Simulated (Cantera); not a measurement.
Charge: 1 mol CuF2, 7.6 mol H2O, 1.4 mol H2, equilibrated at 1850 K and 133 Pa.

These are equilibrium values from Cantera (NASA tables, ideal gas, pure condensed phases), not measurements of a reactor. Candidate condensed phases: Cu, CuF2, CuO, Cu(OH)2, Cu2O, H2O; 27 gas species. Equilibrium is a limit: real reactors are often held back by kinetics, nucleation or transport.

Base state: H2O 0.681, HF 0.180, Cu 0.0890, H2 0.0405, OH 0.00369, H 0.00297, O2 0.00152, CuF 0.00141 (mole fractions); condensed: gas only.

Problem. What changes in the equilibrium state with this change: H2 from 1.4 to 0.92 mol?

Solution. 
```tsv
species	before	after
H2O	0.681	0.687
HF	0.180	0.185
Cu	0.0890	0.0913
H2	0.0405	0.0160
O2	0.00152	0.00988
CuO	1.58e-5	4.14e-5
O	0.000206	0.000525
CuF	0.00141	0.00238
OH	0.00369	0.00591
H	0.00297	0.00187
```

Problem. What changes in the equilibrium state with this change: H2O from 7.6 to 0.58 mol?

Solution. 
| species | before | after |
|---|---|---|
| HF | 0.180 | 0.496 |
| Cu | 0.0890 | 0.244 |
| H2O | 0.681 | 0.145 |
| H2 | 0.0405 | 0.102 |
| O2 | 0.00152 | 1.10e-5 |
| O | 0.000206 | 1.75e-5 |
| Cu2 | 2.63e-5 | 0.000198 |
| OH | 0.00369 | 0.000496 |
| CuF | 0.00141 | 0.00676 |
